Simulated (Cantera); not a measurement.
# Pb + CO + N2 (iron carbonyl, mercury and lead vapours)

Feed: 1 mol Pb, a varied amount of CO, 32 mol N2, at 1.00 bar.

Method: chemical equilibrium by Gibbs-energy minimisation in Cantera with the NASA 1993 tables (ideal gas, pure condensed phases). Candidate condensed phases: C, Pb, PbO, PbO2, Pb3O4; 27 gas species. Equilibrium is a limit: real reactors are often held back by kinetics, nucleation or transport.

Stable condensed phases:

```
T in K \ n(CO) in mol
         1.2 1.6   2 2.5 2.9 3.3 3.8 4.2 4.6 5.1 5.5 5.9
   1623    A   A   A   A   A   A   A   A   A   A   A   A
   1548    A   A   A   A   A   A   A   A   A   A   A   A
   1473    B   B   B   B   B   B   B   B   C   C   C   C
   1398    B   B   C   C   C   C   C   C   C   C   C   C
   1323    C   C   C   C   C   C   C   C   C   C   C   C
   1248    C   C   C   C   C   C   C   C   C   C   C   C
   1173    C   C   C   C   C   C   C   C   C   C   C   C
   1098    C   C   C   C   C   C   C   C   C   C   C   C
   1023    C   C   C   C   C   C   C   C   C   C   C   C
    948    C   C   C   C   C   C   C   C   C   C   C   C
    873    C   C   C   C   C   C   C   C   C   C   C   C
    798    C   C   C   C   C   C   C   C   C   C   C   C
    723    C   C   C   C   C   C   C   C   C   C   C   C
```

A: gas only; B: Pb; C: C + Pb.
